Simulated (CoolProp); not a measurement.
Vapour-liquid equilibrium of cyclohexane (1) + dimethyl carbonate (2) at 49.05 °C; x and y are mole fractions of (1).

Values from CoolProp's multi-fluid Helmholtz-energy mixture model, Zhou 2014 and Zhou 2011; pair parameters Bell 2016.

```
x     bubble pressure (MPa)  y at the bubble point  dew pressure at overall composition x (MPa)  liquid density (mol/L)
----  ---------------------  ---------------------  -------------------------------------------  ----------------------
0.05                0.02891                  0.261                                      0.02338                   11.26
0.2                 0.03937                  0.514                                      0.02708                   10.75
0.35                0.04285                  0.586                                      0.03204                   10.30
0.5                 0.04389                  0.617                                      0.03868                   9.897
0.65                0.04415                  0.643                                      0.04412                   9.549
0.8                 0.04341                  0.696                                      0.04063                   9.250
0.95                0.03878                  0.863                                      0.03633                   8.997
```

y crosses x between x = 0.5 and 0.65: the model has an azeotrope there.

The pair parameters rest on a limited set of measurements; away from them the model extrapolates. With so large a gap from Raoult's law the liquid may split in two, which this calculation doesn't test in full.
